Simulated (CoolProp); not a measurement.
Vapour-liquid equilibrium of C3F8 (R218) (1) + R134a (2) at 53.4 kPa; x and y are mole fractions of (1).

Model: multi-fluid Helmholtz-energy mixture model, Lemmon 2006 and Tillner-Roth 1994; pair parameters Bell 2016, in CoolProp.

| x | bubble temperature, mixture model (°C) | bubble temperature, Raoult's law (°C) | y, mixture model | y, Raoult's law |
|---|---|---|---|---|
| 0.05 | -44.8 | -39.9 | 0.287 | 0.082 |
| 0.15 | -50.1 | -41.1 | 0.509 | 0.233 |
| 0.25 | -52.2 | -42.4 | 0.586 | 0.366 |
| 0.35 | -52.9 | -43.5 | 0.619 | 0.484 |
| 0.45 | -53.3 | -44.7 | 0.637 | 0.589 |
| 0.55 | -53.4 | -45.7 | 0.651 | 0.683 |
| 0.65 | -53.5 | -46.8 | 0.669 | 0.768 |
| 0.75 | -53.5 | -47.7 | 0.699 | 0.843 |
| 0.85 | -53.0 | -48.7 | 0.758 | 0.911 |
| 0.95 | -51.6 | -49.6 | 0.882 | 0.972 |

The largest gap from Raoult's law is -9.8 K in bubble temperature, at x = 0.25. y crosses x between x = 0.65 and 0.75: the model has an azeotrope there.

Pair parameters are fitted to limited data, so mixtures are less certain than the pure fluids.
